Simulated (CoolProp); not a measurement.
Vapour-liquid equilibrium of acetone (1) + toluene (2) at 186.25 °C; x and y are mole fractions of (1).

The numbers come from the multi-fluid Helmholtz-energy mixture model, Lemmon 2006 and Lemmon 2006; pair parameters Bell 2016 in CoolProp.

| x | bubble pressure, mixture model (kPa) | bubble pressure, Raoult's law (kPa) | y, mixture model | y, Raoult's law |
|---|---|---|---|---|
| 0.05 | 685.4 | 664.1 | 0.168 | 0.166 |
| 0.15 | 871.5 | 826.0 | 0.380 | 0.400 |
| 0.25 | 1040 | 988.0 | 0.513 | 0.557 |
| 0.35 | … | 1150 | 0.609 | 0.670 |
| 0.45 | 1347 | 1312 | 0.686 | 0.756 |
| 0.55 | 1495 | 1474 | 0.751 | 0.822 |
| 0.65 | 1644 | 1636 | 0.810 | 0.875 |
| 0.75 | 1796 | 1798 | … | 0.919 |
| 0.85 | … | 1960 | … | 0.955 |
| 0.95 | 2117 | 2122 | 0.973 | 0.986 |

Fill in the missing entries.


- 0.35, bubble pressure, mixture model (kPa): 1197
- 0.75, y, mixture model: 0.866
- 0.85, bubble pressure, mixture model (kPa): 1953
- 0.85, y, mixture model: 0.920

The largest gap from Raoult's law is +5.5 % in bubble pressure, at x = 0.15. No azeotrope shows between x = 0.05 and 0.95.

Pair parameters are fitted to limited data, so mixtures are less certain than the pure fluids.
